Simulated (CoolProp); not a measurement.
The numbers come from the reference Helmholtz-energy equation of state, Leachman 2009 in CoolProp.

Task: For normal hydrogen, give the phase and the Joule-Thomson coefficient (K/MPa), conductivity (mW/(m K)) at 246.1 K and 101 kPa.

Result: 
- 246.1 K and 101 kPa: gas; Joule-Thomson coefficient -0.176, conductivity 159

Thermal conductivity comes from a separate model (Assael 2011).
